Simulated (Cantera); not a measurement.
A perfectly stirred reactor is fed with H2 : O2 : N2 = 1 : 1.16 : 4.37 (molar parts), at 10.0 bar; it is adiabatic with a 350 K inlet, and is followed from long to short residence time, starting on the burning branch (τ in s: 0.2, 0.074, 0.028, 0.011, 0.004, 0.0015, 0.00057, 0.00022, 8.2e-05, 3.1e-05).

Detailed kinetics in Cantera: the H2/O2 subset of GRI-Mech 3.0, which has no nitrogen chemistry. The hydrogen kinetics of GRI-Mech 3.0 are dated; newer H2 mechanisms differ, most at raised pressure.

Q: What does this change do: N2 4.37 to 2.9 parts?

A: 
| quantity | before | after |
|---|---|---|
| blow-out, bracketed by the residence times tried | burning at 0.220 ms, out at 82.0 µs | burning at 31.0 µs, the shortest tried |
| x(H2) at τ = 0.200 s | 2.59e-5 | 2.11e-5 |
| x(O2) at τ = 0.200 s | 0.109 | 0.145 |
| x(H2O) at τ = 0.200 s | 0.166 | 0.219 |
| x(HO2) at τ = 0.200 s | 1.61e-6 | 3.12e-6 |
| x(O) at τ = 0.200 s | 2.12e-6 | 2.57e-5 |
| x(H2) at τ = 1.50 ms | 0.00118 | 0.000333 |
| x(O2) at τ = 1.50 ms | 0.110 | 0.144 |
| x(H2O) at τ = 1.50 ms | 0.164 | 0.218 |
| x(HO2) at τ = 1.50 ms | 5.73e-5 | 1.28e-5 |
| x(O) at τ = 1.50 ms | 4.04e-5 | 0.000119 |
